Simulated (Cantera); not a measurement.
Input: 1 mol borazine, 0.22 mol O2, 0.86 mol H2, at 1.33 mbar.

Cantera equilibrium calculation (NASA polynomials, part measured and part estimated; ideal gas, pure solids and liquids). Candidate condensed phases: B, BN, B2O3, B3O3H3, H2O; 39 gas species. The feed counts by its element totals alone. Mutual solubility and eutectic melting of coexisting phases are not modelled. Rates play no part.

### Question
Which condensed phases are stable at each of these points (T (°C)): 700, 800, 900, 1000, 1100, 1200, 1300, 1400, 1500, 1600, 1700, 1800?

### Answer
| T (°C) | condensed phases | B condensed (%) |
|---|---|---|
| 700 | BN(s) + B2O3(l) | 100.0 |
| 800 | BN(s) + B2O3(l) | 100.0 |
| 900 | BN(s) + B2O3(l) | 100.0 |
| 1000 | BN(s) + B2O3(l) | 99.8 |
| 1100 | BN(s) + B2O3(l) | 99.0 |
| 1200 | BN(s) + B2O3(l) | 94.0 |
| 1300 | BN(s) | 88.2 |
| 1400 | BN(s) | 86.5 |
| 1500 | BN(s) | 85.6 |
| 1600 | BN(s) | 85.4 |
| 1700 | B(s) + BN(s) | 85.2 |
| 1800 | B(s) + BN(s) | 85.1 |

From 700 °C to 1200 °C the condensed part is BN(s) + B2O3(l). From 1300 °C to 1600 °C the condensed part is BN(s). From 1700 °C to 1800 °C the condensed part is B(s) + BN(s).
